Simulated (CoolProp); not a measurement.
Vapour-liquid equilibrium of R1234ze(E) (1) + R227EA (2) at 271.7 K; x and y are mole fractions of (1).

The numbers come from the multi-fluid Helmholtz-energy mixture model, Thol 2016 and Lemmon 2016; pair parameters Bell 2023 in CoolProp.

| x | bubble pressure (MPa) | y at the bubble point | dew pressure at overall composition x (MPa) | liquid density (mol/L) |
|---|---|---|---|---|
| 0.05 | 0.1867 | 0.058 | 0.1865 | (withheld) |
| 0.125 | 0.1892 | 0.142 | 0.1887 | 8.987 |
| 0.2 | 0.1915 | 0.224 | 0.1908 | (withheld) |
| 0.275 | 0.1937 | 0.302 | 0.1929 | 9.262 |
| 0.35 | 0.1957 | 0.379 | 0.1950 | 9.407 |
| 0.425 | 0.1976 | 0.453 | 0.1969 | 9.556 |
| 0.5 | 0.1993 | 0.525 | 0.1987 | 9.711 |
| 0.575 | 0.2008 | 0.597 | (withheld) | 9.872 |
| 0.65 | 0.2021 | 0.667 | 0.2018 | 10.04 |
| 0.725 | 0.2032 | 0.737 | 0.2030 | 10.21 |
| 0.8 | 0.2040 | 0.808 | 0.2039 | 10.39 |
| 0.875 | 0.2047 | 0.879 | 0.2047 | 10.58 |
| 0.95 | 0.2051 | 0.951 | 0.2051 | 10.78 |

Q: What belongs in the gaps?

A: 
- 0.05, liquid density (mol/L): 8.856
- 0.2, liquid density (mol/L): 9.122
- 0.575, dew pressure at overall composition x (MPa): 0.2003

No azeotrope shows between x = 0.05 and 0.95.

The pair parameters rest on a limited set of measurements; away from them the model extrapolates.
